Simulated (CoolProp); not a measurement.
Properties of dry air along the isotherm 96.2 K.

The numbers come from the reference Helmholtz-energy equation of state, Lemmon 2000 in CoolProp. It is a pseudo-pure fit of the blend.

```tsv
p (kPa)	phase	Z	cp (kJ/(kg K))	speed of sound (m/s)	isothermal compressibility (1/MPa)	viscosity (µPa s)	conductivity (mW/(m K))
126	gas	0.9703	1.058	193.4	8.186	6.85	9.13
252	gas	0.9388	1.126	189.8	4.244	6.87	9.31
757	liquid	0.03466	2.065	697.6	0.005505	97.9	111
883	liquid	0.04040	2.062	699.2	0.005466	98.1	111
1010	liquid	0.04618	2.058	700.8	0.005427	98.4	112
1140	liquid	0.05209	2.055	702.5	0.005388	98.7	112
1260	liquid	0.05754	2.052	704.0	0.005353	99.0	112
1390	liquid	0.06343	2.049	705.6	0.005315	99.2	112
1510	liquid	0.06886	2.046	707.1	0.005281	99.5	112
1640	liquid	0.07474	2.043	708.7	0.005244	99.8	113
1770	liquid	0.08061	2.040	710.3	0.005208	100	113
1890	liquid	0.08602	2.037	711.8	0.005175	100	113
```

Viscosity comes from a separate model (Lemmon 2004). Thermal conductivity comes from a separate model (Lemmon 2004).
